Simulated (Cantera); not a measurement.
Cantera with NASA thermochemical tables; ideal gases at 1 bar, condensed phases pure. Values are per mole of reaction as written; species without (g) are pure solids or liquids, kept so even where they would boil at 1 bar.

6 BaO + 4 NF3(g) ⇌ 3 O2(g) + 4 N(g) + 6 BaF2

```tsv
T (K)	ΔH° (kJ)	ΔS° (J/K)	ΔG° (kJ)	log10 K	condensed phases
1150	…	…	…	…	BaO(s), BaF2(s)
1300	-1431.6	473.4	-2047.1	82.25	BaO(s), BaF2(s)
1450	-1393.7	501.2	-2120.4	76.38	BaO(s), BaF2(s)
1600	-1356.7	525.8	-2197.9	71.75	BaO(s), BaF2(s)
1750	-1202.3	619.7	-2286.8	68.26	BaO(s), BaF2(l)
1900	-1191.2	625.8	-2380.3	65.44	BaO(s), BaF2(l)
2050	…	…	…	…	BaO(s), BaF2(l)
2200	…	…	…	…	BaO(s), BaF2(l)
2350	-1516.1	484.7	-2655.2	59.02	BaO(l), BaF2(l)
2500	…	…	…	…	BaO(l), BaF2(l)
```

Question: Some entries are withheld; supply them.

Answer: 
- 1150, ΔH° (kJ): -1472.9
- 1150, ΔS° (J/K): 439.8
- 1150, ΔG° (kJ): -1978.7
- 1150, log10 K: 89.87
- 2050, ΔH° (kJ): -1181.2
- 2050, ΔS° (J/K): 630.9
- 2050, ΔG° (kJ): -2474.5
- 2050, log10 K: 63.05
- 2200, ΔH° (kJ): -1172.3
- 2200, ΔS° (J/K): 635.1
- 2200, ΔG° (kJ): -2569.5
- 2200, log10 K: 61.01
- 2500, ΔH° (kJ): -1509.0
- 2500, ΔS° (J/K): 487.7
- 2500, ΔG° (kJ): -2728.1
- 2500, log10 K: 57.00
